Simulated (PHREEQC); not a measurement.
KOH is added in steps, without added water, to 1 kg of water holding 37 mmol/kgw KH2PO4, 7.4 mmol/kgw NaF and 0.076 mmol/kgw NaCl, at 25 °C. Oxygen is held at 0.21 atm. The system is closed to CO2. The run lets Halite precipitate or redissolve, and no other solid.

Base run: PHREEQC, ion-association model, wateq4f.dat. Each further column changes one thing. The table gives PO4-3 (mol/kgw).

```json
[
 {"KOH added (mol)": "0", "base": "1.60e-11", "0.0019 mol/kgw KCl added": "1.61e-11", "temperature from 25 to 35 °C": "2.28e-11", "diluted 100-fold with water": "6.02e-13", "no solid may form": "1.60e-11"},
 {"KOH added (mol)": "0.00855", "base": "2.58e-8", "0.0019 mol/kgw KCl added": "2.58e-8", "temperature from 25 to 35 °C": "2.99e-8", "diluted 100-fold with water": "…", "no solid may form": "2.58e-8"},
 {"KOH added (mol)": "0.01995", "base": "2.43e-7", "0.0019 mol/kgw KCl added": "2.43e-7", "temperature from 25 to 35 °C": "…", "diluted 100-fold with water": "0.000220", "no solid may form": "2.43e-7"},
 {"KOH added (mol)": "0.0285", "base": "1.01e-6", "0.0019 mol/kgw KCl added": "1.02e-6", "temperature from 25 to 35 °C": "…", "diluted 100-fold with water": "0.000257", "no solid may form": "1.01e-6"},
 {"KOH added (mol)": "0.03705", "base": "0.000131", "0.0019 mol/kgw KCl added": "0.000131", "temperature from 25 to 35 °C": "0.000130", "diluted 100-fold with water": "…", "no solid may form": "0.000131"},
 {"KOH added (mol)": "0.04845", "base": "0.00888", "0.0019 mol/kgw KCl added": "0.00889", "temperature from 25 to 35 °C": "0.00782", "diluted 100-fold with water": "0.000301", "no solid may form": "0.00888"},
 {"KOH added (mol)": "0.057", "base": "0.0148", "0.0019 mol/kgw KCl added": "0.0148", "temperature from 25 to 35 °C": "0.0130", "diluted 100-fold with water": "0.000312", "no solid may form": "0.0148"}
]
```

Question: What belongs in the gaps?

Answer: 
- 0.00855, diluted 100-fold with water: 0.000128
- 0.01995, temperature from 25 to 35 °C: 2.81e-7
- 0.0285, temperature from 25 to 35 °C: 1.18e-6
- 0.03705, diluted 100-fold with water: 0.000281

H3PO4, which wateq4f.dat lacks, is added to it with the constant of phreeqc.dat.
